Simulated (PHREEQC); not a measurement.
**Copper plating or etch bath (model solution)**

A solution holds 0.0027 mol/kgw Cu(BF4)2 and 0.00068 mol/kgw NaCl, at 20 °C. Closed to the air; pH follows from the charge balance.

Equilibrium calculation in PHREEQC: ion-association model, wateq4f.dat.

Each row changes one thing in this solution. This is a speciation only: nothing precipitates in the calculation.

```csv
case,pH,ionic strength (mol/kgw),SI of Halite (NaCl)
as made,2.98,0.00980,-8.00
Cu(BF4)2 from 0.0027 to 0.027 mol/kgw,(withheld),0.0828,-8.12
NaCl from 0.00068 to 0.00034 mol/kgw,2.98,0.00946,-8.60
temperature from 20 to 65 °C,(withheld),0.00940,-8.10
NaCl from 0.00068 to 0.000612 mol/kgw,2.98,0.00973,-8.09
Cu(BF4)2 left out,7.08,0.000680,-7.93
0.00037 mol/kgw NaHCO3 added,3.04,0.01000,-7.81
NaCl from 0.00068 to 0.000748 mol/kgw,2.98,0.00986,-7.91
```

Problem. What belongs in the gaps?

Solution. 
- Cu(BF4)2 from 0.0027 to 0.027 mol/kgw, pH: 2.74
- temperature from 20 to 65 °C, pH: 3.10

Species that the database lacks are ignored. Away from 25 °C the constants follow the database's enthalpies or fits; those with neither stay at their 25 °C values. Real BF4- forms and hydrolyses slowly; the run takes it at equilibrium.
